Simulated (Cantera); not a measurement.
An isothermal plug-flow reactor at 473 K and 0.310 bar (inlet), inlet velocity 2.1 m/s, active area per volume 5600 1/m; feed H₂ : O₂ : N₂ : H₂O = 0.0023 : 0.017 : 0.79 : 0.045 (molar parts), equivalence ratio 0.068.

Computed with Cantera and Deutschmann's 1995 Pt surface mechanism with GRI-Mech 3.0 gas chemistry. Catalytic surfaces can have several steady states; this one follows from the mechanism file's or the stated starting coverage. Mass transfer to the wall is taken as infinitely fast.

x: gas mole fraction; θ: surface coverage.

```csv
z (m),x H₂,x O₂,x H₂O,θ free Pt,θ O*,θ OH*
0.00062,___,0.0187,0.0552,0.0209,0.945,0.0340
0.0013,___,0.0186,0.0553,0.0105,0.965,0.0244
0.0029,___,0.0186,0.0554,0.00483,0.978,0.0166
0.0062,___,0.0186,0.0554,0.00228,0.986,0.0115
0.013,___,0.0186,0.0554,0.00110,0.991,0.00798
0.029,___,0.0186,0.0554,0.000494,0.994,0.00537
0.062,___,0.0186,0.0554,0.000236,0.996,0.00372
```

Task: Some entries are withheld; supply them.

Result: 
- 0.00062, x H₂: 0.000277
- 0.0013, x H₂: 0.000138
- 0.0029, x H₂: 6.36e-5
- 0.0062, x H₂: 3.00e-5
- 0.013, x H₂: 1.44e-5
- 0.029, x H₂: 6.44e-6
- 0.062, x H₂: 2.98e-6
